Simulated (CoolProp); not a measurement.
Vapour-liquid equilibrium of dimethyl carbonate (1) + n-decane (2) at 350.7 K; x and y are mole fractions of (1).

Computed with CoolProp (multi-fluid Helmholtz-energy mixture model, Zhou 2011 and Lemmon 2006; pair parameters Bell 2016).

```csv
x,bubble pressure (MPa),y at the bubble point,dew pressure at overall composition x (MPa),liquid density (mol/L)
0.05,0.02119,0.834,0.003832,4.959
0.15,0.04326,0.923,0.004280,5.268
0.25,0.05366,0.941,0.004847,5.616
0.35,0.05767,0.947,0.005586,6.012
0.45,0.05870,0.948,0.006590,6.466
0.55,0.05875,0.948,0.008034,6.995
0.65,0.05894,0.949,0.01029,7.618
0.75,0.05987,0.952,0.01429,8.360
0.85,0.06185,0.961,0.02338,9.259
0.95,0.06491,0.982,0.05941,10.36
```

No azeotrope shows between x = 0.05 and 0.95.

Pair parameters are fitted to limited data, so mixtures are less certain than the pure fluids. With so large a gap from Raoult's law the liquid may split in two, which this calculation doesn't test in full.
